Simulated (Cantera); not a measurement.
A Cantera script and its output.

```python
import numpy as np
import cantera as ct

gas = ct.Solution("gri30.yaml")
gas.TPX = 450, 100000, {'CH4': 1, 'C2H6': 0.16, 'C3H8': 0.038, 'O2': 3.02, 'N2': 11.4}
inlet = ct.Reservoir(gas, clone=True)
gas.equilibrate("HP")  # start burning
reactor = ct.IdealGasConstPressureReactor(gas, energy="on", clone=False)
exhaust = ct.Reservoir(gas, clone=True)
tau = [0.052, 0.022, 0.0092, 0.0038, 0.0016, 0.00067, 0.00028, 0.00012, 4.9e-05, 2.1e-05, 8.6e-06, 3.6e-06][0]
for a, b in ((inlet, reactor), (reactor, exhaust)):
    ct.MassFlowController(a, b, mdot=lambda t: reactor.mass / tau)
net = ct.ReactorNet([reactor])
show = ['CH4', 'C2H6', 'C3H8', 'CH2O', 'HCO']

rows = []
print(f"{'tau/s':>10s}{'T/K':>9s}" + "".join(f"{s:>11s}" for s in show))
for tau in [0.052, 0.022, 0.0092, 0.0038, 0.0016, 0.00067, 0.00028, 0.00012, 4.9e-05, 2.1e-05, 8.6e-06, 3.6e-06]:
    net.initial_time = 0.0
    net.advance(30 * tau)
    before = gas.X
    net.advance(40 * tau)
    drift = np.max(np.abs(gas.X - before) / (gas.X + 1e-9))
    rows.append([gas.T, *gas[show].X, drift])
    print(f"{tau:10.3e}{gas.T:9.1f}" + "".join(f"{x:11.3e}" for x in gas[show].X))
```

Result:

```
     tau/s      T/K        CH4       C2H6       C3H8       CH2O        HCO
 5.200e-02   2223.3  3.740e-06  7.918e-08  2.129e-08  8.158e-07  4.513e-08
 2.200e-02   2204.4  7.391e-06  1.801e-07  4.649e-08  1.605e-06  1.064e-07
 9.200e-03   2172.1  1.400e-05  4.039e-07  9.797e-08  2.976e-06  2.536e-07
 3.800e-03   2125.3  2.640e-05  8.878e-07  2.003e-07  5.395e-06  6.096e-07
 1.600e-03   2067.6  5.042e-05  1.880e-06  3.972e-07  9.752e-06  1.425e-06
 6.700e-04   2000.1  1.021e-04  4.027e-06  8.075e-07  1.841e-05  3.314e-06
 2.800e-04   1925.0  2.264e-04  9.095e-06  1.760e-06  3.738e-05  7.693e-06
 1.200e-04   1842.3  5.760e-04  2.304e-05  4.375e-06  8.504e-05  1.786e-05
 4.900e-05    450.0  6.403e-02  1.024e-02  2.433e-03 -8.688e-18 -1.189e-33
 2.100e-05    450.0  6.403e-02  1.024e-02  2.433e-03 -5.962e-21 -2.629e-39
 8.600e-06    450.0  6.403e-02  1.024e-02  2.433e-03 -3.766e-22 -1.649e-40
 3.600e-06    450.0  6.403e-02  1.024e-02  2.433e-03 -2.379e-23 -1.040e-41
```

Cantera simulation using GRI-Mech 3.0 (53 species, 325 reactions); the numbers are that mechanism's predictions, not measurements.
